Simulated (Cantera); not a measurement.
Input (Python, Cantera) and output of one run.

```python
import numpy as np
import cantera as ct

gas_names = """
    C CN CO CO2 C2 CCN CNC C2N2 C2O C3 C3O2 C4 C4N2 C5 Fe FeC5O5 FeO N NCO NO NO2 NO3 N2 N2O O O2 O3
""".split()
cond_names = """
    C(gr) Fe(a) Fe(c) Fe(d) Fe(L) FeC5O5(L) FeO(s) FeO(L) Fe2O3(s) Fe3O4(s)
""".split()


# ... load() reads the species with a 1 bar reference pressure and builds the phases ...
atoms = {
    'Fe(CO)5': {'Fe': 1, 'C': 5, 'O': 5},
    'O2': {'O': 2},
    'N2': {'N': 2},
}
top_T = {'C(gr)': 4500, 'Fe2O3(s)': 1830, 'Fe3O4(s)': 1870}  # K; cautious upper limits of use, not melting points


# ... equilibrate(T, P, feed) seeds the gas with the atoms and calls Mixture.equilibrate('TP', solver="vcs", rtol=1e-11, max_steps=5000) ...
results = []
feed = {'Fe(CO)5': 1, 'O2': 0.34, 'N2': 7.6}  # mol
T = 1350  # K
P = 6700  # Pa
mix = equilibrate(T, P, feed)
results.append((T, P, feed, dict(zip(mix.species_names, mix.species_moles))))
x = sorted(zip(gas.X, gas.species_names), reverse=True)
print(f"T = {T:g} K  P = {P:g} Pa  gas = {mix.phase_moles(0):.4g} mol")
print("   x: " + "  ".join(f"{s} {v:.3e}" for v, s in x if v > 0.0001))
print("   condensed (mol): " + ("  ".join(f"{mix.phase(i).name} {mix.phase_moles(i):.4g}"
      for i in range(1, mix.n_phases) if mix.phase_moles(i) > 1e-12) or "none"))
```

It prints:

```
T = 1350 K  P = 6700 Pa  gas = 12.6 mol
   x: N2 6.032e-01  CO 3.429e-01  CO2 5.397e-02
   condensed (mol): Fe(c) 1
```

Equilibrium computed with Cantera from the NASA thermochemical tables; the gas is ideal and each condensed phase is pure.
